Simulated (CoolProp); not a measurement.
Values from CoolProp's reference Helmholtz-energy equation of state, Lemmon 2006. It is a short technical equation, of lower accuracy than the large ones.

Q: For C3F8 (R218), give the phase and the cv (kJ/(kg K)), conductivity (mW/(m K)) at 97.95 °C and 746 kPa; 97.95 °C and 1700 kPa; 97.95 °C and 20000 kPa.

A: 
- 97.95 °C and 746 kPa: gas; cv 0.858, conductivity 18.8
- 97.95 °C and 1700 kPa: gas; cv 0.875, conductivity 20.2
- 97.95 °C and 20000 kPa: supercritical; cv 0.882, conductivity 47.9

Thermal conductivity comes from a separate model (Huber 2003), an estimate that may be off by 10 % or more.
